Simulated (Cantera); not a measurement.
A closed system holds: 1 mol c-C4F8, 0.069 mol F2, 0.21 mol H2, equilibrated at 1998 K and 1000 Pa.

Equilibrium computed with Cantera from the NASA thermochemical tables; the gas is ideal and each condensed phase is pure. Candidate condensed phases: C, C6H6, C7H8, C8H18; 95 gas species. The feed counts by its element totals alone. Gases not in the tables: C2F6 and larger saturated fluorocarbons. The numbers say what is thermodynamically allowed, not how fast it happens.

Task: What is the equilibrium state?

Result: 
```json
{
  "x(CF4)": "0.703",
  "x(HF)": "0.166",
  "x(CF2)": "0.0919",
  "x(F)": "0.0321",
  "x(CF3)": "0.00695",
  "x(CF)": "0.000147",
  "x(C2F4)": "4.13e-6",
  "x(CHF3)": "1.47e-6",
  "n(C(graphite))": "1.97 mol",
  "gas_amount": "2.531 mol"
}
```
